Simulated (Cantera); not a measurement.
Cantera with NASA thermochemical tables; ideal gases at 1 bar, condensed phases pure. Values are per mole of reaction as written; species without (g) are pure solids or liquids, kept so even where they would boil at 1 bar.

Between 300 and 998 K, where is each reaction favourable under standard conditions?
- 2 N2(g) + 3 SF4(g) = 4 NF3(g) + 3 S


- 2 N2(g) + 3 SF4(g) = 4 NF3(g) + 3 S: ΔG° is 1806 kJ at 300 K and 1881 kJ at 998 K; it stays positive (K < 1). ΔH° is 1794 kJ and ΔS° -87 J/K at 998 K.
